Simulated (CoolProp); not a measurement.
The fluid at 297.89 K and 0.00594 MPa is compressed adiabatically to 0.0272 MPa with isentropic efficiency 0.7. The same conditions are run with several fluids, on thermodynamics alone (safety and materials aside).

The numbers come from the reference Helmholtz-energy equation of state of each fluid (the fluoroketone C6F12O (FK-5-1-12): McLinden 2015; R134a: Tillner-Roth 1994; C3F8 (R218): Lemmon 2006; nitrous oxide: Lemmon 2006; oxygen: Schmidt 1985) in CoolProp.

```json
[
 {"fluid": "the fluoroketone C6F12O (FK-5-1-12)", "work (kJ/kg)": "17.3", "final temperature (K)": "…", "final density (kg/m³)": "3.31"},
 {"fluid": "R134a", "work (kJ/kg)": "56.7", "final temperature (K)": "…", "final density (kg/m³)": "…"},
 {"fluid": "C3F8 (R218)", "work (kJ/kg)": "29.8", "final temperature (K)": "…", "final density (kg/m³)": "…"},
 {"fluid": "nitrous oxide", "work (kJ/kg)": "144", "final temperature (K)": "…", "final density (kg/m³)": "0.320"},
 {"fluid": "oxygen", "work (kJ/kg)": "…", "final temperature (K)": "519.9", "final density (kg/m³)": "0.201"}
]
```

Question: Some entries are withheld; supply them.

Answer: 
- the fluoroketone C6F12O (FK-5-1-12), final temperature (K): 318.3
- R134a, final temperature (K): 361.9
- R134a, final density (kg/m³): 0.925
- C3F8 (R218), final temperature (K): 334.6
- C3F8 (R218), final density (kg/m³): 1.85
- nitrous oxide, final temperature (K): 450.0
- oxygen, work (kJ/kg): 210

Above 300 K oxygen's equation is extrapolated.
